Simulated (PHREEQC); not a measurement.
A PHREEQC input (ion-association model, phreeqc.dat):

```
SOLUTION 1
  temp 25
  units mg/L
  pH 6.87
  pe 11
  Na 0.0715
  K 0.0413
  Ca 0.0505
  Mg 0.00273
  Cl 0.024
  S(6) 0.157 as SO4
  Alkalinity 0.187
  Sr 0.00476
  Si 0.00177 as SiO2
  Li 0.000421
  Zn 5.78e-05
  Pb 0.000219
END
USE solution 1
EQUILIBRIUM_PHASES 1
  Chalcedony 0 0
  Quartz 0 0.5
  CO2(g) -2 10
END
```

The run finishes without an error or a warning.

Its last state differs from that of the intended input:

```csv
quantity,as run,intended
pH,4.97,4.96
ionic strength (mol/kgw),2.11e-5,2.10e-5
```

Task: One thing in the input isn't as intended. What explains the difference?

Result: This is not unique; one that fits is The fault: 'as HCO3' left off the alkalinity, which is then read as CaCO3.
